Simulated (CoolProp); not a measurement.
Saturation properties of n-butane (Tc = 425.1 K, pc = 3.796 MPa, ω = 0.201).

Values from CoolProp's reference Helmholtz-energy equation of state, Bücker 2006.

```tsv
T (K)	p (MPa)	vapour density (kg/m³)	liquid cp (kJ/(kg K))	surface tension (mN/m)	liquid conductivity (mW/(m K))
303.7	…	…	2.473	11.3	102
307.1	0.3185	7.979	2.493	10.9	…
310.4	…	8.740	…	10.5	99.8
313.8	0.3854	9.584	2.535	…	98.5
317.2	0.4231	10.49	2.558	9.79	97.2
320.6	0.4636	11.46	2.581	9.42	95.9
324	0.5068	…	2.604	9.05	94.6
327.4	…	13.63	2.629	8.69	93.4
330.8	0.6023	14.83	2.655	8.32	92.2
```

### Question
Fill in the missing entries.

### Answer

- 303.7, p (MPa): 0.2881
- 303.7, vapour density (kg/m³): 7.249
- 307.1, liquid conductivity (mW/(m K)): 101
- 310.4, p (MPa): 0.3503
- 310.4, liquid cp (kJ/(kg K)): 2.514
- 313.8, surface tension (mN/m): 10.2
- 324, vapour density (kg/m³): 12.51
- 327.4, p (MPa): 0.5530

It boils at 272.7 K under 1 atm.

Thermal conductivity comes from a separate model (Perkins 2002). Surface tension comes from a separate correlation (Mulero 2012).
